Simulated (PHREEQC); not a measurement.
A solution holds 17 mmol/kgw KHCO3, 0.057 mmol/kgw NaOH and 57 mmol/kgw NaCl, at 20 °C. Closed to the air; pH follows from the charge balance.

Computed with PHREEQC (Pitzer model, pitzer.dat).

```yaml
pH: 8.21
ionic_strength: 0.0743 mol/kgw
specific_conductance: 6970 µS/cm
density: 1.002 g/cm³
osmotic_coefficient: 0.937
total_alkalinity: 17.1 meq/kg
```

| species | molality | activity | log γ |
|---|---|---|---|
| Na+ | 0.0571 | 0.0463 | -0.090 |
| Cl- | 0.0570 | 0.0450 | -0.103 |
| K+ | 0.0170 | 0.0132 | -0.110 |
| HCO3- | 0.0165 | 0.0147 | -0.050 |
| CO3-2 | 0.000270 | 9.72e-5 | -0.444 |
| CO2 | 0.000214 | 0.000217 | 0.005 |
| OH- | 1.39e-6 | 1.10e-6 | -0.103 |
| H+ | 7.87e-9 | 6.23e-9 | -0.101 |

No solid was allowed to form.
